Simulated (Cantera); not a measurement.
**Equilibrium for silicon carbide growth: SiCl₄ + C₂H₄ + H₂ + C₂H₂**

Charge: 1 mol SiCl₄, a varied amount of C₂H₄, 1.2 mol H₂, 0.019 mol C₂H₂, held at 800 °C and 0.00610 bar.

Equilibrium computed with Cantera from the NASA thermochemical tables; the gas is ideal and each condensed phase is pure. Candidate condensed phases: C, C₆H₆, C₇H₈, C₈H₁₈, Si, SiC; 109 gas species. The tables' values for SiCl₃ are old estimates; treat these amounts as uncertain. The numbers say what is thermodynamically allowed, not how fast it happens.

```json
[
 {"n(C₂H₄) (mol)": "0.0098", "x H₂": "0.456", "x SiCl₄": "0.372", "x HCl": "0.138", "x SiHCl₃": "0.0150", "x SiCl₃": "0.0119", "n SiC(s)": "0.0576", "n C(graphite)": "0"},
 {"n(C₂H₄) (mol)": "0.019", "x H₂": "0.447", "x SiCl₄": "0.365", "x HCl": "0.160", "x SiHCl₃": "0.0125", "x SiCl₃": "0.00999", "n SiC(s)": "0.0760", "n C(graphite)": "0"},
 {"n(C₂H₄) (mol)": "0.035", "x H₂": "0.429", "x SiCl₄": "0.351", "x HCl": "0.201", "x SiHCl₃": "0.00918", "x SiCl₃": "0.00749", "n SiC(s)": "0.108", "n C(graphite)": "0"},
 {"n(C₂H₄) (mol)": "0.067", "x H₂": "0.390", "x SiCl₄": "0.316", "x HCl": "0.284", "x SiHCl₃": "0.00532", "x SiCl₃": "0.00456", "n SiC(s)": "0.172", "n C(graphite)": "0"},
 {"n(C₂H₄) (mol)": "0.13", "x H₂": "0.359", "x SiCl₄": "0.271", "x HCl": "0.363", "x SiHCl₃": "0.00329", "x SiCl₃": "0.00293", "n SiC(s)": "0.243", "n C(graphite)": "0.0553"},
 {"n(C₂H₄) (mol)": "0.24", "x H₂": "0.387", "x SiCl₄": "0.240", "x HCl": "0.366", "x SiHCl₃": "0.00312", "x SiCl₃": "0.00268", "n SiC(s)": "0.267", "n C(graphite)": "0.251"},
 {"n(C₂H₄) (mol)": "0.46", "x H₂": "0.434", "x SiCl₄": "0.194", "x HCl": "0.367", "x SiHCl₃": "0.00281", "x SiCl₃": "0.00228", "n SiC(s)": "0.312", "n C(graphite)": "0.646"}
]
```
x: gas mole fraction; n: condensed amount in mol.

From 0.0098 mol C₂H₄ to 0.067 mol C₂H₄ the condensed part is SiC(s). From 0.13 mol C₂H₄ to 0.46 mol C₂H₄ the condensed part is C(graphite) + SiC(s). The main Si-bearing gas is SiCl₄ throughout. The share of Si in condensed phases is highest at 0.46 mol C₂H₄ (31.2 %) and lowest at 0.0098 mol C₂H₄ (5.8 %).
